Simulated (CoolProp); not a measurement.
Vapour-liquid equilibrium of diethyl ether (1) + methanol (2) at 2 MPa; x and y are mole fractions of (1).

Computed with CoolProp (multi-fluid Helmholtz-energy mixture model, Thol 2014 and de Reuck 1993; pair parameters Bell 2016).

```
x     bubble temperature (°C)  y at the bubble point  dew temperature at overall composition x (°C)  liquid density (mol/L)
----  -----------------------  ---------------------  ---------------------------------------------  ----------------------
0.05                    163.2                  0.085                                          164.3                   18.10
0.15                    159.2                  0.225                                          161.3                   15.91
0.25                    156.1                  0.334                                          158.4                   14.08
0.35                    154.0                  0.423                                          155.7                   12.55
0.45                    152.5                  0.502                                          153.4                   11.25
0.55                    151.6                  0.576                                          151.9                   10.14
0.65                    151.3                  0.651                                          151.3                   9.202
0.75                    151.6                  0.732                                          151.8                   8.393
0.85                    152.7                  0.825                                          153.2                   7.689
0.95                    154.9                  0.936                                          155.3                   7.067
```

y crosses x between x = 0.65 and 0.75: the model has an azeotrope there.

The pair parameters rest on a limited set of measurements; away from them the model extrapolates.
